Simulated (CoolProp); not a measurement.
Vapour pressure (bar) of dimethyl carbonate: the reference equation beside estimates from Tc = 283.9 °C, pc = 49.09 bar, ω = 0.346. Clausius-Clapeyron is anchored at 205.25 °C with a constant enthalpy of vaporisation of 24.72 kJ/mol.

The numbers come from the reference Helmholtz-energy equation of state, Zhou 2011 in CoolProp.

| T (°C) | reference | Clausius-Clapeyron | van der Waals |
|---|---|---|---|
| 140.05 | … | 5.533 | 13.15 |
| 149.35 | 4.930 | 6.483 | 14.64 |
| 158.65 | 6.043 | 7.544 | 16.24 |
| 168.05 | 7.353 | 8.736 | 17.97 |
| 177.35 | 8.850 | 10.04 | 19.79 |
| 186.65 | 10.57 | 11.47 | 21.72 |
| 195.95 | 12.53 | 13.04 | 23.77 |
| 205.25 | 14.75 | 14.75 | 25.93 |
| 214.55 | 17.27 | 16.61 | 28.21 |
| 223.85 | … | 18.62 | 30.61 |
| 233.15 | 23.29 | 20.78 | 33.13 |
| 242.45 | 26.86 | 23.10 | 35.78 |
| 251.75 | 30.87 | … | 38.55 |
| 261.05 | 35.36 | 28.24 | 41.44 |
| 270.35 | 40.43 | 31.06 | … |

Question: What belongs in the gaps?

Answer: 
- 140.05, reference: 3.981
- 223.85, reference: 20.10
- 251.75, Clausius-Clapeyron: 25.59
- 270.35, van der Waals: 44.47

Absolute difference from the reference over all 15 rows, mean and median: Clausius-Clapeyron 15.8 and 14.0 %, van der Waals 91.9 and 75.8 %.
